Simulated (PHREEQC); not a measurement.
HCl is added in steps, without added water, to 1 kg of water holding 0.0024 mol HF and 4.9e-05 mol CuCl2, at 65 °C. O2 is buffered at 0.21 atm. No CO2 enters from the air. No solid was allowed to form.

Base run: PHREEQC, ion-association model, wateq4f.dat. Each further column changes one thing. The table gives pH.

```json
[
 {"HCl added (mol)": "0", "base": "3.14", "HF from 0.0024 to 0.00048 mol/kgw": "3.59", "diluted 2-fold with water": "3.33", "solids may form": "3.14"},
 {"HCl added (mol)": "0.0002062", "base": "3.08", "HF from 0.0024 to 0.00048 mol/kgw": "3.39", "diluted 2-fold with water": "3.22", "solids may form": "3.08"},
 {"HCl added (mol)": "0.0006188", "base": "2.95", "HF from 0.0024 to 0.00048 mol/kgw": "3.13", "diluted 2-fold with water": "3.05", "solids may form": "2.95"},
 {"HCl added (mol)": "0.000825", "base": "2.90", "HF from 0.0024 to 0.00048 mol/kgw": "3.04", "diluted 2-fold with water": "2.97", "solids may form": "2.90"},
 {"HCl added (mol)": "0.001238", "base": "2.80", "HF from 0.0024 to 0.00048 mol/kgw": "2.89", "diluted 2-fold with water": "2.85", "solids may form": "2.80"},
 {"HCl added (mol)": "0.001444", "base": "2.76", "HF from 0.0024 to 0.00048 mol/kgw": "2.84", "diluted 2-fold with water": "2.80", "solids may form": "2.76"},
 {"HCl added (mol)": "0.001856", "base": "2.68", "HF from 0.0024 to 0.00048 mol/kgw": "2.74", "diluted 2-fold with water": "2.71", "solids may form": "2.68"},
 {"HCl added (mol)": "0.002063", "base": "2.65", "HF from 0.0024 to 0.00048 mol/kgw": "2.69", "diluted 2-fold with water": "2.68", "solids may form": "2.65"},
 {"HCl added (mol)": "0.002475", "base": "2.59", "HF from 0.0024 to 0.00048 mol/kgw": "2.62", "diluted 2-fold with water": "2.61", "solids may form": "2.59"},
 {"HCl added (mol)": "0.002681", "base": "2.56", "HF from 0.0024 to 0.00048 mol/kgw": "2.59", "diluted 2-fold with water": "2.58", "solids may form": "2.56"},
 {"HCl added (mol)": "0.003094", "base": "2.51", "HF from 0.0024 to 0.00048 mol/kgw": "2.53", "diluted 2-fold with water": "2.52", "solids may form": "2.51"},
 {"HCl added (mol)": "0.0033", "base": "2.48", "HF from 0.0024 to 0.00048 mol/kgw": "2.50", "diluted 2-fold with water": "2.49", "solids may form": "2.48"}
]
```

Away from 25 °C the constants follow the database's enthalpies or fits; those with neither stay at their 25 °C values. Solids allowed in the column 'solids may form': Cu(OH)2, Atacamite, CuF2:2H2O.
